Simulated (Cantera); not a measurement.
Silicon oxide and oxynitride deposition: HMDSO + H2O

A closed system holds: 1 mol HMDSO, a varied amount of H2O, held at 1225 K and 0.133 bar.

Equilibrium computed with Cantera from the NASA thermochemical tables; the gas is ideal and each condensed phase is pure. Candidate condensed phases: C, C6H6, C7H8, C8H18, H2O, Si, SiC, SiO2; 123 gas species. The feed counts by its element totals alone. Mutual solubility and eutectic melting of coexisting phases are not modelled. The tables hold silica as quartz up to 1696 K and as liquid above; real silica turns to tridymite and cristobalite and melts near 1996 K. Gases not in the tables: Si(OH)4. Kinetics and transport are ignored.

```json
[
 {"n(H2O) (mol)": "1.3", "x H2": "0.997", "x CO": "0.000758", "x H2O": "1.98e-6", "x CO2": "1.02e-9", "x CH4": "0.00174", "x H": "8.52e-7", "x SiO": "3.60e-7", "x C2H4": "1.79e-7", "n C(graphite)": "5.12", "n SiC(s)": "0.854", "n SiO2(β-quartz)": "1.15"},
 {"n(H2O) (mol)": "1.9", "x H2": "0.997", "x CO": "0.000758", "x H2O": "1.98e-6", "x CO2": "1.02e-9", "x CH4": "0.00174", "x H": "8.52e-7", "x SiO": "3.60e-7", "x C2H4": "1.79e-7", "n C(graphite)": "5.42", "n SiC(s)": "0.554", "n SiO2(β-quartz)": "1.45"},
 {"n(H2O) (mol)": "2.7", "x H2": "0.997", "x CO": "0.000758", "x H2O": "1.98e-6", "x CO2": "1.02e-9", "x CH4": "0.00174", "x H": "8.52e-7", "x SiO": "3.60e-7", "x C2H4": "1.79e-7", "n C(graphite)": "5.82", "n SiC(s)": "0.154", "n SiO2(β-quartz)": "1.85"},
 {"n(H2O) (mol)": "4", "x H2": "0.927", "x CO": "0.0714", "x H2O": "0.000173", "x CO2": "9.09e-6", "x CH4": "0.00150", "x H": "8.22e-7", "x SiO": "3.82e-9", "x C2H4": "1.54e-7", "n C(graphite)": "4.98", "n SiC(s)": "0", "n SiO2(β-quartz)": "2.00"},
 {"n(H2O) (mol)": "5.9", "x H2": "0.836", "x CO": "0.163", "x H2O": "0.000356", "x CO2": "4.73e-5", "x CH4": "0.00122", "x H": "7.80e-7", "x SiO": "1.68e-9", "x C2H4": "1.26e-7", "n C(graphite)": "3.09", "n SiC(s)": "0", "n SiO2(β-quartz)": "2.00"},
 {"n(H2O) (mol)": "8.6", "x H2": "0.757", "x CO": "0.241", "x H2O": "0.000479", "x CO2": "0.000104", "x CH4": "0.00100", "x H": "7.43e-7", "x SiO": "1.13e-9", "x C2H4": "1.03e-7", "n C(graphite)": "0.390", "n SiC(s)": "0", "n SiO2(β-quartz)": "2.00"},
 {"n(H2O) (mol)": "13", "x H2": "0.666", "x CO": "0.191", "x H2O": "0.120", "x CO2": "0.0233", "x CH4": "2.17e-6", "x H": "6.97e-7", "x SiO": "3.99e-12", "x C2H4": "<1e-12", "n C(graphite)": "0", "n SiC(s)": "0", "n SiO2(β-quartz)": "2.00"}
]
```
x: gas mole fraction; n: condensed amount in mol.

From 1.3 mol H2O to 2.7 mol H2O the condensed part is C(graphite) + SiC(s) + SiO2(β-quartz). From 4 mol H2O to 8.6 mol H2O the condensed part is C(graphite) + SiO2(β-quartz). At 13 mol H2O the condensed part is SiO2(β-quartz).
